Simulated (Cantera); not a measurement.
## Equilibrium for abatement and gas-phase synthesis: HBr + H₂ + N₂

Feed: 1 mol HBr, 1.1 mol H₂, 5 mol N₂, held at 160 bar.

Equilibrium computed with Cantera from the NASA thermochemical tables; the gas is ideal and each condensed phase is pure. Candidate condensed phases: Br₂; 12 gas species. The ideal-gas law is rough above about 30 bar. Kinetics and transport are ignored.

```csv
T (K),log p N₂,log p H₂,log p HBr,log p Br,log p H
1998,2.05,1.39,1.35,-0.76,-2.10
2048,2.05,1.40,1.35,-0.66,-1.95
2098,2.05,1.40,1.35,-0.56,-1.81
2148,2.05,1.40,1.35,-0.48,-1.68
2198,2.05,1.40,1.34,-0.39,-1.56
2248,2.05,1.40,1.34,-0.31,-1.44
2298,2.05,1.40,1.34,-0.23,-1.32
2348,2.05,1.40,1.34,-0.16,-1.21
2398,2.05,1.40,1.34,-0.09,-1.10
2448,2.05,1.40,1.33,-0.02,-1.00
2498,2.05,1.40,1.33,0.04,-0.90
2548,2.05,1.40,1.32,0.10,-0.81
2598,2.05,1.40,1.32,0.16,-0.72
2648,2.05,1.40,1.32,0.21,-0.63
```
log p: log10 of the partial pressure in bar; nothing condenses.

From 1998 K to 2648 K nothing is condensed.
